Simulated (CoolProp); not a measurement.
Vapour pressure (kPa) of R134a: the reference equation beside estimates from Tc = 101.1 °C, pc = 4059 kPa, ω = 0.327.

Computed with CoolProp (reference Helmholtz-energy equation of state, Tillner-Roth 1994).

```csv
T (°C),reference,Lee-Kesler,van der Waals,Redlich-Kwong,Soave-Redlich-Kwong,Peng-Robinson
-52.85,24.88,24.15,315.7,67.89,24.42,25.20
-43.95,41.44,40.55,396.7,102.9,40.84,41.73
-34.95,66.31,65.37,492.0,150.7,65.61,66.49
-26.05,101.4,100.6,600.1,212.6,100.8,101.4
-17.05,150.5,150.1,724.5,292.5,150.1,150.2
-8.15,215.7,215.9,863.0,391.1,215.8,215.0
0.85,301.9,303.1,1020,513.1,303.0,300.9
9.75,411.2,413.5,1191,658.1,413.8,409.8
18.75,549.9,553.5,1383,831.8,555.0,548.5
27.65,719.5,724.0,1591,1033,727.7,718.3
36.65,928.3,933.5,1820,1267,940.8,928.1
45.55,1177,1182,2066,1533,1194,1178
54.55,1475,1480,2334,1837,1499,1480
63.45,1823,1828,2620,2176,1853,1832
```

Absolute difference from the reference over all 14 rows, mean and median: Lee-Kesler 0.8 and 0.6 %, van der Waals 343.9 and 213.8 %, Redlich-Kwong 76.4 and 65.0 %, Soave-Redlich-Kwong 1.0 and 1.1 %, Peng-Robinson 0.3 and 0.3 %.
